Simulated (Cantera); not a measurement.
**Adiabatic ignition**

An adiabatic, constant-pressure homogeneous reactor starts with 50.6 % H2, 12.7 % O2, 36.7 % N2, at 1175 K and 1.40 bar.

Model: the H2/O2 subset of GRI-Mech 3.0, which has no nitrogen chemistry, integrated in Cantera.

```tsv
t (s)	T (K)	x H2	x O2	x H2O	x OH	x O	x H
5.00e-6	1175	0.506	0.127	4.37e-8	1.62e-9	3.27e-9	4.83e-8
1.45e-5	1175	0.506	0.127	2.67e-6	6.55e-8	1.33e-7	1.92e-6
4.19e-5	1771	0.211	0.00672	0.230	0.0111	0.00716	0.154
0.000121	2635	0.266	0.000483	0.268	0.0108	0.00117	0.0448
0.000351	2746	0.274	0.000233	0.275	0.00817	0.000576	0.0305
0.00102	2748	0.274	0.000229	0.275	0.00811	0.000566	0.0302
0.00294	2748	0.274	0.000229	0.275	0.00811	0.000566	0.0302
0.00851	2748	0.274	0.000229	0.275	0.00811	0.000566	0.0302
0.0246	2748	0.274	0.000229	0.275	0.00811	0.000566	0.0302
0.0713	2748	0.274	0.000229	0.275	0.00811	0.000566	0.0302
0.206	2748	0.274	0.000229	0.275	0.00811	0.000566	0.0302
0.597	2748	0.274	0.000229	0.275	0.00811	0.000566	0.0302
1.73	2748	0.274	0.000229	0.275	0.00811	0.000566	0.0302
5.00	2748	0.274	0.000229	0.275	0.00811	0.000566	0.0302
```
x: mole fraction; the columns are a selection and need not sum to one.

```json
{
  "time_of_steepest_temperature_rise": "40.3 µs",
  "temperature at 5.00 s": "2748 K",
  "equilibrium_temperature": "2748 K",
  "x(H2) at 5.00 s": "0.274 (gas-phase equilibrium 0.274)",
  "x(O2) at 5.00 s": "0.000229 (gas-phase equilibrium 0.000229)",
  "x(H2O) at 5.00 s": "0.275 (gas-phase equilibrium 0.275)"
}
```
